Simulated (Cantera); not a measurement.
Diamond growth

A diamond (100) surface in a fixed gas of H2 with x(CH4) = 0.024, x(H) = 0.015, at 1350 K, 0.0513 atm; coverages are run to steady state.

Computed with Cantera and the Harris–Goodwin 1993 mechanism for the reconstructed diamond (100) surface.

```csv
x(CH3),growth (µm/h),θ c6HH,θ c6H*,θ c6*H,θ c6**,θ c6HM
1e-06,0.0160,0.353,0.0547,0.538,0.0550,9.43e-7
2.1e-06,0.0337,0.353,0.0547,0.538,0.0550,1.98e-6
4.6e-06,0.0737,0.353,0.0547,0.538,0.0550,4.34e-6
9.9e-06,0.159,0.353,0.0547,0.538,0.0550,9.33e-6
2.1e-05,0.336,0.353,0.0547,0.538,0.0550,1.98e-5
4.6e-05,0.737,0.353,0.0547,0.538,0.0550,4.34e-5
9.8e-05,1.57,0.353,0.0547,0.538,0.0549,9.23e-5
0.00021,3.36,0.352,0.0547,0.537,0.0548,0.000198
0.00045,7.17,0.352,0.0546,0.537,0.0546,0.000423
```
θ: site fractions in the mechanism's names (c6HH fully hydrogenated, c6H* and c6*H radical sites, c6** diradical, c6HM methylated).
